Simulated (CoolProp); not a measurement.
Values from CoolProp's reference Helmholtz-energy equation of state, Lemmon 2006. It is a short technical equation, of lower accuracy than the large ones.

**Question.** Give the vapour pressure (MPa), liquid density (kg/m³), enthalpy of vaporisation (kJ/kg), liquid cp (kJ/(kg K)) of saturated carbon monoxide at 90, 95.5 K.

**Answer.** 
```
T (K)  p (MPa)  liquid density (kg/m³)  enthalpy of vaporisation (kJ/kg)  liquid cp (kJ/(kg K))
-----  -------  ----------------------  --------------------------------  ---------------------
90       0.239                     755                               202                   2.19
95.5     0.384                     729                               193                   2.24
```
